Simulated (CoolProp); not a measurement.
Properties of ethylene along the isobar 6.47 MPa.

The numbers come from the reference Helmholtz-energy equation of state, Smukala 2000 in CoolProp.

| T (K) | phase | density (kg/m³) | cp (kJ/(kg K)) | Joule-Thomson coefficient (K/MPa) | isothermal compressibility (1/MPa) | fugacity coefficient |
|---|---|---|---|---|---|---|
| 175 | liquid | 566.3 | 2.387 | -0.4259 | 0.001776 | 0.02570 |
| 197.9 | liquid | 533.6 | 2.443 | -0.3442 | 0.002585 | 0.07201 |
| 220.9 | liquid | 497.4 | 2.568 | -0.1990 | 0.004062 | 0.1557 |
| 243.8 | liquid | 455.3 | 2.816 | 0.07249 | 0.007295 | 0.2784 |
| 266.7 | liquid | 400.1 | 3.417 | 0.7037 | 0.01784 | 0.4328 |
| 289.6 | supercritical | 287.4 | 8.359 | 3.999 | 0.1997 | 0.5971 |
| 312.5 | supercritical | 118.2 | 3.805 | 8.949 | 0.2986 | 0.7014 |
| 335.4 | supercritical | 91.18 | 2.674 | 7.506 | 0.2234 | 0.7645 |
| 358.3 | supercritical | 77.57 | 2.383 | 6.230 | 0.1976 | 0.8110 |
| 381.3 | supercritical | 68.62 | 2.283 | 5.221 | 0.1843 | 0.8472 |
| 404.2 | supercritical | 62.10 | 2.258 | 4.429 | 0.1762 | 0.8757 |
| 427.1 | supercritical | 57.01 | 2.268 | 3.795 | 0.1707 | 0.8987 |
| 450 | supercritical | 52.87 | 2.296 | 3.281 | 0.1668 | 0.9174 |

The peak of cp marks the crossing from liquid-like to gas-like fluid above the critical point.
